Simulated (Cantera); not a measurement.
## Thermodynamics of carbothermic reduction, feed CuO + CH4 + N2

Charge: 1 mol CuO, 0.4 mol CH4, 1.4 mol N2, at 3.50 bar.

These are equilibrium values from Cantera (NASA tables, ideal gas, pure condensed phases), not measurements of a reactor. Candidate condensed phases: C, C6H6, C7H8, C8H18, Cu, CuO, Cu(OH)2, Cu2O, H2O; 139 gas species. Equilibrium is a limit: real reactors are often held back by kinetics, nucleation or transport.

| T (°C) | x N2 | x H2O | x H2 | x CO | x CO2 | n Cu(s) | n Cu(l) |
|---|---|---|---|---|---|---|---|
| 1075 | 0.538 | 0.171 | 0.137 | 0.0939 | 0.0599 | 1.00 | 0 |
| 1125 | 0.538 | 0.173 | 0.134 | 0.0964 | 0.0575 | 0 | 1.000 |
| 1175 | 0.538 | 0.176 | 0.132 | 0.0986 | 0.0552 | 0 | 1.000 |
| 1225 | 0.538 | 0.178 | 0.130 | 0.101 | 0.0532 | 0 | 1.000 |
| 1275 | 0.538 | 0.179 | 0.128 | 0.102 | 0.0514 | 0 | 1.000 |
| 1325 | 0.538 | 0.181 | 0.127 | 0.104 | 0.0497 | 0 | 1.000 |
| 1375 | 0.538 | 0.183 | 0.125 | 0.106 | 0.0482 | 0 | 1.000 |
| 1425 | 0.538 | 0.184 | 0.124 | 0.107 | 0.0467 | 0 | 1.000 |
x: gas mole fraction; n: condensed amount in mol.

At 1075 °C the condensed part is Cu(s). From 1125 °C to 1425 °C the condensed part is Cu(l). The main Cu-bearing gas is Cu throughout.
